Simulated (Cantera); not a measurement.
**Hydrocarbon pyrolysis for carbon deposition**

An isothermal, constant-pressure homogeneous reactor starts with C2H6 : N2 = 1 : 0.37 (molar parts), at 1000 K and 1.01 bar.

Model: GRI-Mech 3.0 (53 species, 325 reactions), integrated in Cantera. GRI-Mech 3.0 stops at C3 and has no aromatics, soot or wall deposition, so with more carbon than oxygen in the feed, carbon stays in small species such as C2H2 where larger ones or solid carbon would form.

```json
[
 {"t (s)": "0.000300", "x C2H6": "0.730", "x C2H4": "6.87e-7", "x C2H": "<1e-12", "x H2": "6.87e-7", "x CH4": "4.44e-7", "x C2H2": "<1e-12"},
 {"t (s)": "0.000954", "x C2H6": "0.730", "x C2H4": "7.64e-6", "x C2H": "<1e-12", "x H2": "7.64e-6", "x CH4": "1.49e-6", "x C2H2": "3.57e-12"},
 {"t (s)": "0.00304", "x C2H6": "0.730", "x C2H4": "7.91e-5", "x C2H": "<1e-12", "x H2": "7.90e-5", "x CH4": "5.05e-6", "x C2H2": "3.72e-10"},
 {"t (s)": "0.00965", "x C2H6": "0.729", "x C2H4": "0.000770", "x C2H": "<1e-12", "x H2": "0.000766", "x CH4": "2.32e-5", "x C2H2": "3.44e-8"},
 {"t (s)": "0.0307", "x C2H6": "0.720", "x C2H4": "0.00557", "x C2H": "<1e-12", "x H2": "0.00550", "x CH4": "0.000167", "x C2H2": "1.44e-6"},
 {"t (s)": "0.0977", "x C2H6": "0.690", "x C2H4": "0.0228", "x C2H": "<1e-12", "x H2": "0.0225", "x CH4": "0.000740", "x C2H2": "1.40e-5"},
 {"t (s)": "0.311", "x C2H6": "0.608", "x C2H4": "0.0695", "x C2H": "<1e-12", "x H2": "0.0685", "x CH4": "0.00240", "x C2H2": "6.89e-5"},
 {"t (s)": "0.988", "x C2H6": "0.445", "x C2H4": "0.162", "x C2H": "<1e-12", "x H2": "0.160", "x CH4": "0.00653", "x C2H2": "0.000251"},
 {"t (s)": "3.14", "x C2H6": "0.274", "x C2H4": "0.258", "x C2H": "<1e-12", "x H2": "0.252", "x CH4": "0.0152", "x C2H2": "0.000723"},
 {"t (s)": "10.0", "x C2H6": "0.214", "x C2H4": "0.286", "x C2H": "<1e-12", "x H2": "0.272", "x CH4": "0.0350", "x C2H2": "0.00155"}
]
```
x: mole fraction; the columns are a selection and need not sum to one.

Equilibrium at this temperature and pressure: C2H6 0.00530, C2H4 0.192, C2H <1e-12, H2 0.0101, CH4 0.552, C2H2 0.0366 (gas phase only).
